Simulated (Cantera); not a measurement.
**Thermodynamics of halide evaporation, hydrolysis and transport, feed BaF2 + H2**

Charge: 1 mol BaF2, 0.21 mol H2, held at 773.15 K and 0.0525 Torr.

These are equilibrium values from Cantera (NASA tables, ideal gas, pure condensed phases), not measurements of a reactor. Candidate condensed phases: Ba, BaF2; 14 gas species. Equilibrium is a limit: real reactors are often held back by kinetics, nucleation or transport.

x(H2): 1.00
n(BaF2(s)): 1.00 mol
gas amount: 0.2100 mol
log10 activity of Ba(s) (absent): -9.38
